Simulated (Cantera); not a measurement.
## Equilibrium for roasting and sulfation: FeS₂ + O₂ + N₂

A closed system holds: 1 mol FeS₂, 0.27 mol O₂, 21 mol N₂, at 17.0 bar.

Equilibrium computed with Cantera from the NASA thermochemical tables; the gas is ideal and each condensed phase is pure. Candidate condensed phases: Fe, FeO, FeS, FeSO₄, FeS₂, Fe₂O₃, Fe₂(SO₄)₃, Fe₃O₄, S; 19 gas species. FeS: taken at fixed stoichiometry. Gases not in the tables: S₃ to S₇. Rates play no part.

From 900 K to 975 K the condensed part is FeS(s) + FeS₂(s). From 1050 K to 1425 K the condensed part is FeS(s).

```tsv
T (K)	x N₂	x S₂	x SO₂	x S₂O	x SO	x S₈	x S	n FeS(s)	n FeS₂(s)
900	0.987	0.000662	0.0127	5.79e-5	1.15e-7	2.72e-10	2.41e-12	0.300	0.700
975	0.975	0.0121	0.0123	0.000485	8.21e-7	5.40e-7	9.49e-11	0.808	0.192
1050	0.971	0.0164	0.0122	0.000586	2.58e-6	5.83e-8	7.41e-10	1.00	0
1125	0.971	0.0164	0.0122	0.000570	6.52e-6	3.01e-9	3.86e-9	1.00	0
1200	0.971	0.0165	0.0122	0.000556	1.47e-5	2.29e-10	1.64e-8	1.00	0
1275	0.971	0.0165	0.0122	0.000544	3.01e-5	2.39e-11	5.89e-8	1.00	0
1350	0.971	0.0165	0.0122	0.000533	5.68e-5	3.23e-12	1.83e-7	1.00	0
1425	0.971	0.0165	0.0122	0.000523	0.000100	<1e-12	5.07e-7	1.00	0
```
x: gas mole fraction; n: condensed amount in mol.
